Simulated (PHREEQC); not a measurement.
Dissolve 0.86 mmol/kgw CaSO4, 60 mmol/kgw Na2HPO4 and 0.89 mmol/kgw NaCl at 25 °C. Closed to the air; pH follows from the charge balance.

The numbers come from PHREEQC with the ion-association model, wateq4f.dat.

This is a speciation only: nothing precipitates in the calculation.

Question: Order these Ca species by the share of Ca that they hold, largest first: CaSO4, CaHPO4, CaPO4-, Ca+2.

Answer: CaPO4- (60 %), CaHPO4 (30 %), Ca+2 (9.9 %), CaSO4 (0.14 %)

The pH is 8.79 and the ionic strength 0.173 mol/kgw. Saturation is exceeded, for instance for Hydroxyapatite; the values hold only as long as no solid forms. H3PO4, which wateq4f.dat lacks, is added to it with the constant of phreeqc.dat.
